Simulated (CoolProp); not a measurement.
Properties of CH3F (R41) along the isotherm 82.15 °C (Tc = 44.1 °C, pc = 59.06 bar, ω = 0.200).

Model: reference Helmholtz-energy equation of state, Lemmon 2006, in CoolProp. It is a short technical equation, of lower accuracy than the large ones.

| p (bar) | phase | density (kg/m³) | expansivity (1/kK) | fugacity coefficient |
|---|---|---|---|---|
| 26.8 | gas | 35.42 | 4.363 | 0.8820 |
| 53.7 | gas | 84.88 | 7.443 | 0.7728 |
| 80.5 | supercritical | 163.2 | 14.67 | 0.6721 |
| 107 | supercritical | 291.7 | 22.97 | 0.5819 |
| 134 | supercritical | 403.0 | 14.81 | 0.5078 |
| 161 | supercritical | 463.1 | 9.734 | 0.4540 |
| 188 | supercritical | 501.3 | 7.373 | 0.4146 |
| 215 | supercritical | 529.3 | 6.051 | 0.3851 |
| 242 | supercritical | 551.4 | 5.204 | 0.3624 |
| 268 | supercritical | 569.2 | 4.630 | 0.3452 |
| 295 | supercritical | 585.0 | 4.184 | 0.3310 |
